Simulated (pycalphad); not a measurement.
Phase fractions of Si-11.72C (at.%)

Computed with pycalphad from the COST 507 light-alloy database (1999), at 1 atm. The data set is of 1999 and partly superseded. Amounts are mole fractions of atoms. Diffusion is slow at the low end, where real alloys seldom reach equilibrium.

```json
[
 {"T (°C)": "2802", "LIQUID": "1.000", "CSI": "-", "DIAMOND_A4": "-"},
 {"T (°C)": "2652", "LIQUID": "0.921", "CSI": "0.079", "DIAMOND_A4": "-"},
 {"T (°C)": "2502", "LIQUID": "0.840", "CSI": "0.160", "DIAMOND_A4": "-"},
 {"T (°C)": "2352", "LIQUID": "0.801", "CSI": "0.199", "DIAMOND_A4": "-"},
 {"T (°C)": "2202", "LIQUID": "0.782", "CSI": "0.218", "DIAMOND_A4": "-"},
 {"T (°C)": "2052", "LIQUID": "…", "CSI": "…", "DIAMOND_A4": "-"},
 {"T (°C)": "1902", "LIQUID": "…", "CSI": "…", "DIAMOND_A4": "-"},
 {"T (°C)": "1752", "LIQUID": "0.767", "CSI": "0.233", "DIAMOND_A4": "-"},
 {"T (°C)": "1602", "LIQUID": "0.766", "CSI": "0.234", "DIAMOND_A4": "-"},
 {"T (°C)": "1452", "LIQUID": "0.766", "CSI": "0.234", "DIAMOND_A4": "-"},
 {"T (°C)": "1302", "LIQUID": "-", "CSI": "0.234", "DIAMOND_A4": "0.766"},
 {"T (°C)": "1152", "LIQUID": "-", "CSI": "0.234", "DIAMOND_A4": "0.766"},
 {"T (°C)": "1002", "LIQUID": "-", "CSI": "0.234", "DIAMOND_A4": "0.766"},
 {"T (°C)": "852", "LIQUID": "-", "CSI": "0.234", "DIAMOND_A4": "0.766"},
 {"T (°C)": "702", "LIQUID": "-", "CSI": "0.234", "DIAMOND_A4": "0.766"},
 {"T (°C)": "552", "LIQUID": "-", "CSI": "0.234", "DIAMOND_A4": "0.766"},
 {"T (°C)": "402", "LIQUID": "-", "CSI": "0.234", "DIAMOND_A4": "0.766"},
 {"T (°C)": "252", "LIQUID": "-", "CSI": "0.234", "DIAMOND_A4": "0.766"}
]
```

**Question.** Complete the blanks.

**Answer.** 
- 2052, LIQUID: 0.773
- 2052, CSI: 0.227
- 1902, LIQUID: 0.768
- 1902, CSI: 0.232

Database names, with the compositions (at.%) that they take in these runs: CSI: Si 50 C 50. DIAMOND_A4 is diamond (Si).
